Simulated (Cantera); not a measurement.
**n-butane + NH3 + H2 (carbon deposition, reforming and gasification)**

Feed: 1 mol n-butane, 0.57 mol NH3, 0.98 mol H2, at 0.290 bar.

Cantera equilibrium calculation (NASA polynomials, part measured and part estimated; ideal gas, pure solids and liquids). Candidate condensed phases: C, C6H6, C7H8, C8H18; 92 gas species. Rates play no part.

| T (K) | x H2 | x H | x N2 | x HCN | x C2H2 (acetylene) | x HNC | x CH4 | n C(graphite) |
|---|---|---|---|---|---|---|---|---|
| 1398 | 0.959 | 8.60e-6 | 0.0400 | 9.56e-5 | 2.35e-6 | 1.13e-6 | 0.00116 | 3.99 |
| 1598 | 0.959 | 9.68e-5 | 0.0398 | 0.000395 | 2.58e-5 | 8.99e-6 | 0.000439 | 3.99 |
| 1798 | 0.958 | 0.000640 | 0.0394 | 0.00118 | 0.000165 | 4.46e-5 | 0.000206 | 3.99 |
| 1998 | 0.955 | 0.00291 | 0.0385 | 0.00280 | 0.000724 | 0.000159 | 0.000113 | 3.97 |
| 2198 | 0.945 | 0.0101 | 0.0368 | 0.00558 | 0.00239 | 0.000440 | 6.83e-5 | 3.92 |
| 2398 | 0.921 | 0.0281 | 0.0341 | 0.00962 | 0.00636 | 0.000997 | 4.38e-5 | 3.83 |
| 2598 | 0.873 | 0.0660 | 0.0304 | 0.0146 | 0.0140 | 0.00191 | 2.85e-5 | 3.67 |
x: gas mole fraction; n: condensed amount in mol.

From 1398 K to 2598 K the condensed part is C(graphite). The main C-bearing gas is CH4 at 1398 K and C2H2 (acetylene) at 2598 K.
